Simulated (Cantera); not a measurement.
A Cantera script and what it prints.

```python
import numpy as np
import cantera as ct

gas_names = """
    C CH CH2 CH3 CH4 C2 C2H C2H2,acetylene C2H2,vinylidene C2H3,vinyl C2H4 C2H5 C2H6 C3 C3H3,propargyl
    C3H4,allene C3H4,propyne C3H4,cyclo- C3H5,allyl C3H6,propylene C3H6,cyclo- C3H7,n-propyl
    C3H7,i-propyl C3H8 C4 C4H2 C4H4,1,3-cyclo- C4H6,butadiene C4H6,2-butyne C4H6,cyclo- C4H8,1-butene
    C4H8,cis2-buten C4H8,tr2-butene C4H8,isobutene C4H8,cyclo- C4H9,n-butyl C4H9,i-butyl C4H9,s-butyl
    C4H9,t-butyl C4H10,isobutane C4H10,n-butane C5 C5H6,1,3cyclo- C5H8,cyclo- C5H10,1-pentene
    C5H10,cyclo- C5H11,pentyl C5H11,t-pentyl C5H12,n-pentane C5H12,i-pentane CH3C(CH3)2CH3 C6H2
    C6H5,phenyl C6H6 C6H10,cyclo- C6H12,1-hexene C6H12,cyclo- C6H13,n-hexyl C7H7,benzyl C7H8
    C7H14,1-heptene C7H15,n-heptyl C7H16,n-heptane C8H8,styrene C8H10,ethylbenz C8H16,1-octene
    C8H17,n-octyl C8H18,isooctane C8H18,n-octane C9H19,n-nonyl C10H8,naphthale C10H21,n-decyl
    C12H9,o-bipheny C12H10,bipheny H H2 Si SiC SiC2 SiC4H12 SiH SiH2 SiH3 SiH4 Si2 Si2C Si3
""".split()
cond_names = """
    C(gr) C6H6(L) C7H8(L) C8H18(L),n-octa Si(cr) Si(L) SiC(b)
""".split()


def load(file, names, dense=False):
    # The tables refer to 1 bar. Condensed volumes are neglected.
    table = {s.name: s for s in ct.Species.list_from_file(file)}
    out = []
    for n in names:
        d = dict(table[n].input_data)
        d["thermo"] = dict(d["thermo"], **{"reference-pressure": 1e5})
        if dense:
            d["equation-of-state"] = {"model": "constant-volume", "density": "1e6 g/cm^3"}
        out.append(ct.Species.from_dict(d))
    return out


gas = ct.Solution(thermo="ideal-gas", species=load("nasa_gas.yaml", gas_names))
cond = {s.name: ct.Solution(thermo="fixed-stoichiometry", species=[s], name=s.name)
        for s in load("nasa_condensed.yaml", cond_names, dense=True)}
atoms = {
    'Si(CH3)4': {'Si': 1, 'C': 4, 'H': 12},
    'H2': {'H': 2},
}
top_T = {'C(gr)': 4500, 'SiC(b)': 3050}  # K; cautious upper limits of use, not melting points


def equilibrate(T, P, feed):
    n = {}
    for name, mol in feed.items():
        for a, k in atoms[name].items():
            n[a] = n.get(a, 0.0) + k * mol
    gas.TPX = T, P, n
    mass = sum(n.values()) * gas.mean_molecular_weight
    gas.equilibrate("TP")
    valid = [c for c in cond.values() if c.min_temp <= T <= top_T.get(c.name, c.max_temp)]
    mix = ct.Mixture([(gas, mass / gas.mean_molecular_weight)] + [(c, 0.0) for c in valid])
    mix.T, mix.P = T, P
    mix.equilibrate("TP", solver="vcs", rtol=1e-11, max_steps=5000)
    return mix


results = []
feed = {'Si(CH3)4': 1, 'H2': 140}  # mol
P = 54000  # Pa
for T in [950, 1100, 1250, 1400, 1550, 1700, 1850, 2000, 2150, 2300, 2450, 2600]:
    mix = equilibrate(T, P, feed)
    results.append((T, P, feed, dict(zip(mix.species_names, mix.species_moles))))
    x = sorted(zip(gas.X, gas.species_names), reverse=True)
    print(f"T = {T:g} K  P = {P:g} Pa  gas = {mix.phase_moles(0):.4g} mol")
    print("   x: " + "  ".join(f"{s} {v:.3e}" for v, s in x if v > 1e-05))
    print("   condensed (mol): " + ("  ".join(f"{mix.phase(i).name} {mix.phase_moles(i):.4g}"
          for i in range(1, mix.n_phases) if mix.phase_moles(i) > 1e-12) or "none"))
```

Result:

```
T = 950 K  P = 54000 Pa  gas = 143 mol
   x: H2 9.790e-01  CH4 2.098e-02
   condensed (mol): SiC(b) 1
T = 1100 K  P = 54000 Pa  gas = 143.3 mol
   x: H2 9.813e-01  CH4 1.867e-02
   condensed (mol): C(gr) 0.3244  SiC(b) 1
T = 1250 K  P = 54000 Pa  gas = 145.1 mol
   x: H2 9.941e-01  CH4 5.867e-03
   condensed (mol): C(gr) 2.148  SiC(b) 1
T = 1400 K  P = 54000 Pa  gas = 145.7 mol
   x: H2 9.977e-01  CH4 2.322e-03
   condensed (mol): C(gr) 2.661  SiC(b) 1
T = 1550 K  P = 54000 Pa  gas = 145.8 mol
   x: H2 9.988e-01  CH4 1.095e-03  H 4.283e-05  C2H2,acetylene 1.603e-05
   condensed (mol): C(gr) 2.835  SiC(b) 1
T = 1700 K  P = 54000 Pa  gas = 145.9 mol
   x: H2 9.991e-01  CH4 5.904e-04  H 2.004e-04  C2H2,acetylene 7.334e-05
   condensed (mol): C(gr) 2.892  SiC(b) 1
T = 1850 K  P = 54000 Pa  gas = 146 mol
   x: H2 9.986e-01  H 7.326e-04  CH4 3.526e-04  C2H2,acetylene 2.612e-04
   condensed (mol): C(gr) 2.871  SiC(b) 0.9997
T = 2000 K  P = 54000 Pa  gas = 146.1 mol
   x: H2 9.968e-01  H 2.209e-03  C2H2,acetylene 7.657e-04  CH4 2.277e-04
   condensed (mol): C(gr) 2.742  SiC(b) 0.9981
T = 2150 K  P = 54000 Pa  gas = 146.4 mol
   x: H2 9.921e-01  H 5.717e-03  C2H2,acetylene 1.922e-03  CH4 1.561e-04  Si 3.816e-05  SiH2 2.137e-05  CH3 1.738e-05  SiH 1.366e-05
   condensed (mol): C(gr) 2.42  SiC(b) 0.9883
T = 2300 K  P = 54000 Pa  gas = 147 mol
   x: H2 9.821e-01  H 1.305e-02  C2H2,acetylene 4.244e-03  Si 2.478e-04  CH4 1.115e-04  SiH 6.628e-05  SiH2 6.579e-05  SiC2 3.421e-05  CH3 2.784e-05  Si2C 2.014e-05
   condensed (mol): C(gr) 1.779  SiC(b) 0.933
T = 2450 K  P = 54000 Pa  gas = 148.2 mol
   x: H2 9.624e-01  H 2.682e-02  C2H2,acetylene 8.396e-03  Si 1.275e-03  SiC2 2.855e-04  SiH 2.625e-04  SiH2 1.740e-04  Si2C 1.599e-04  CH4 8.151e-05  CH3 4.132e-05  C4H2 3.020e-05  C2H 1.508e-05
   condensed (mol): C(gr) 0.7029  SiC(b) 0.6543
T = 2600 K  P = 54000 Pa  gas = 150.6 mol
   x: H2 9.314e-01  H 5.041e-02  C2H2,acetylene 1.178e-02  Si 3.805e-03  SiC2 1.015e-03  SiH 6.160e-04  Si2C 4.321e-04  SiH2 2.839e-04  C4H2 6.178e-05  C2H 5.614e-05  CH4 5.318e-05  CH3 5.056e-05  Si2 2.468e-05  C2H2,vinylidene 1.271e-05
   condensed (mol): none
```

Method: chemical equilibrium by Gibbs-energy minimisation in Cantera with the NASA 1993 tables (ideal gas, pure condensed phases). Gases not in the tables: Si2H6 and higher silanes.
